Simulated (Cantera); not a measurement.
An adiabatic, constant-volume homogeneous reactor starts with CH4 : O2 : N2 : CO2 = 1 : 3.39 : 10.8 : 1.6 (molar parts), at 1375 K and 52000 Pa. Integrator tolerance rtol = 1e-08.

Cantera simulation using GRI-Mech 3.0 (53 species, 325 reactions); the numbers are that mechanism's predictions, not measurements.

Problem. What does this change do: constant pressure in place of constant volume?

Solution. 
```json
[
 {"quantity": "time of steepest temperature rise", "before": "5.83 ms", "after": "6.03 ms"},
 {"quantity": "temperature at 0.300 s", "before": "2508 K", "after": "2363 K"},
 {"quantity": "equilibrium temperature", "before": "2508 K", "after": "2363 K"},
 {"quantity": "x(CH4) at 0.300 s", "before": "<1e-12 (gas-phase equilibrium <1e-12)", "after": "<1e-12 (gas-phase equilibrium <1e-12)"},
 {"quantity": "x(O2) at 0.300 s", "before": "0.0805 (gas-phase equilibrium 0.0805)", "after": "0.0802 (gas-phase equilibrium 0.0802)"},
 {"quantity": "x(CO2) at 0.300 s", "before": "0.134 (gas-phase equilibrium 0.134)", "after": "0.141 (gas-phase equilibrium 0.141)"},
 {"quantity": "x(HCO) at 0.300 s", "before": "3.31e-9 (gas-phase equilibrium 3.31e-9)", "after": "8.11e-10 (gas-phase equilibrium 8.10e-10)"},
 {"quantity": "x(NO2) at 0.300 s", "before": "6.91e-6 (gas-phase equilibrium 6.91e-6)", "after": "4.53e-6 (gas-phase equilibrium 4.56e-6)"}
]
```

Problem. What does this change do: CO2 1.6 to 4.3 parts?

Solution. 
| quantity | before | after |
|---|---|---|
| time of steepest temperature rise | 5.83 ms | 7.29 ms |
| temperature at 0.300 s | 2508 K | 2345 K |
| equilibrium temperature | 2508 K | 2345 K |
| x(CH4) at 0.300 s | <1e-12 (gas-phase equilibrium <1e-12) | <1e-12 (gas-phase equilibrium <1e-12) |
| x(O2) at 0.300 s | 0.0805 (gas-phase equilibrium 0.0805) | 0.0721 (gas-phase equilibrium 0.0720) |
| x(CO2) at 0.300 s | 0.134 (gas-phase equilibrium 0.134) | 0.254 (gas-phase equilibrium 0.254) |
| x(HCO) at 0.300 s | 3.31e-9 (gas-phase equilibrium 3.31e-9) | 1.03e-9 (gas-phase equilibrium 1.03e-9) |
| x(NO2) at 0.300 s | 6.91e-6 (gas-phase equilibrium 6.91e-6) | 4.89e-6 (gas-phase equilibrium 4.91e-6) |
